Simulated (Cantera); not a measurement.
Cantera run:

```python
import numpy as np
import cantera as ct

gas_names = """
    Fe FeO N NO NO2 NO3 N2 N2O O O2 O3 S SN SO SO2 SO3 S2 S2O S8
""".split()
cond_names = """
    Fe(a) Fe(c) Fe(d) Fe(L) FeO(s) FeO(L) FeS(a) FeS(b) FeS(c) FeS(L) FeSO4(s) FeS2(s) Fe2O3(s)
    Fe2S3O12(s) Fe3O4(s) S(cr1) S(cr2) S(L)
""".split()


def load(file, names, dense=False):
    # The tables refer to 1 bar. Condensed volumes are neglected.
    table = {s.name: s for s in ct.Species.list_from_file(file)}
    out = []
    for n in names:
        d = dict(table[n].input_data)
        d["thermo"] = dict(d["thermo"], **{"reference-pressure": 1e5})
        if dense:
            d["equation-of-state"] = {"model": "constant-volume", "density": "1e6 g/cm^3"}
        out.append(ct.Species.from_dict(d))
    return out


gas = ct.Solution(thermo="ideal-gas", species=load("nasa_gas.yaml", gas_names))
cond = {s.name: ct.Solution(thermo="fixed-stoichiometry", species=[s], name=s.name)
        for s in load("nasa_condensed.yaml", cond_names, dense=True)}
atoms = {
    'FeS2': {'Fe': 1, 'S': 2},
    'SO2': {'S': 1, 'O': 2},
    'N2': {'N': 2},
}
top_T = {'FeSO4(s)': 950, 'FeS2(s)': 1010, 'Fe2O3(s)': 1830, 'Fe2S3O12(s)': 1100, 'Fe3O4(s)': 1870}  # K; cautious upper limits of use, not melting points


def equilibrate(T, P, feed):
    n = {}
    for name, mol in feed.items():
        for a, k in atoms[name].items():
            n[a] = n.get(a, 0.0) + k * mol
    gas.TPX = T, P, n
    mass = sum(n.values()) * gas.mean_molecular_weight
    gas.equilibrate("TP")
    valid = [c for c in cond.values() if c.min_temp <= T <= top_T.get(c.name, c.max_temp)]
    mix = ct.Mixture([(gas, mass / gas.mean_molecular_weight)] + [(c, 0.0) for c in valid])
    mix.T, mix.P = T, P
    mix.equilibrate("TP", solver="vcs", rtol=1e-11, max_steps=5000)
    return mix


results = []
feed = {'FeS2': 1, 'SO2': 0.19, 'N2': 0.54}  # mol
T = 848.15  # K
P = 2100  # Pa
mix = equilibrate(T, P, feed)
results.append((T, P, feed, dict(zip(mix.species_names, mix.species_moles))))
x = sorted(zip(gas.X, gas.species_names), reverse=True)
print(f"T = {T:g} K  P = {P:g} Pa  gas = {mix.phase_moles(0):.4g} mol")
print("   x: " + "  ".join(f"{s} {v:.3e}" for v, s in x if v > 0.0001))
print("   condensed (mol): " + ("  ".join(f"{mix.phase(i).name} {mix.phase_moles(i):.4g}"
      for i in range(1, mix.n_phases) if mix.phase_moles(i) > 1e-12) or "none"))
```

Output:

```
T = 848.15 K  P = 2100 Pa  gas = 0.7714 mol
   x: N2 7.001e-01  SO2 2.457e-01  S2 5.296e-02  S2O 1.320e-03
   condensed (mol): FeS(c) 0.08323  FeS2(s) 0.9168
```

Cantera equilibrium calculation (NASA polynomials, part measured and part estimated; ideal gas, pure solids and liquids). FeS: taken at fixed stoichiometry. Gases not in the tables: S3 to S7.
